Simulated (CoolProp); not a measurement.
Vapour pressure (bar) of R114: the reference equation beside estimates from Tc = 420.6 K, pc = 33.52 bar, ω = 0.252.

The numbers come from the reference Helmholtz-energy equation of state, Platzer 1990 in CoolProp. This equation is an older, rougher fit; its heat capacities, sound speeds and derivatives of the liquid may be far off and weren't checked against measurements.

```json
[
 {"T (K)": "279", "reference": "1.104", "Lee-Kesler": "1.081", "van der Waals": "5.078", "Redlich-Kwong": "1.830"},
 {"T (K)": "284.5", "reference": "1.350", "Lee-Kesler": "1.326", "van der Waals": "5.629", "Redlich-Kwong": "2.180"},
 {"T (K)": "289.9", "reference": "1.631", "Lee-Kesler": "1.607", "van der Waals": "6.207", "Redlich-Kwong": "2.569"},
 {"T (K)": "295.4", "reference": "1.961", "Lee-Kesler": "1.937", "van der Waals": "6.834", "Redlich-Kwong": "3.014"},
 {"T (K)": "300.8", "reference": "2.333", "Lee-Kesler": "2.310", "van der Waals": "7.490", "Redlich-Kwong": "3.503"},
 {"T (K)": "306.3", "reference": "2.764", "Lee-Kesler": "2.743", "van der Waals": "8.197", "Redlich-Kwong": "4.057"},
 {"T (K)": "311.8", "reference": "3.254", "Lee-Kesler": "3.235", "van der Waals": "8.947", "Redlich-Kwong": "4.671"},
 {"T (K)": "317.2", "reference": "3.796", "Lee-Kesler": "3.779", "van der Waals": "9.725", "Redlich-Kwong": "5.335"}
]
```

Absolute difference from the reference over all 8 rows, mean and median: Lee-Kesler 1.2 and 1.1 %, van der Waals 244.3 and 234.8 %, Redlich-Kwong 52.4 and 51.9 %.
